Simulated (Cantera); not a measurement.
Gas mixture: 100 % H2O, at 0.210 bar, frozen composition.

Cantera's kinetic-theory transport with the Lennard-Jones parameters of GRI-Mech 3.0, ideal gas; thermal conductivity in the multicomponent form. Polar gases are described roughly by these parameters.

One state of this run: ρ (kg/m³) = 0.0455; cp (J/kg/K) = 2292; μ (µPa s) = 36.2; λ (mW/m/K) = 116; Pr = 0.714; D (cm²/s) NH3 = 10.6; D (cm²/s) NO = 9.92; D (cm²/s) H2O = 0.000. D: mixture-averaged diffusion coefficient of that species in the mixture.

Task: Which value of T (K) does it belong to?
(A) 1150
(B) 1000
(C) 700
(D) 550

Result: B, 1000
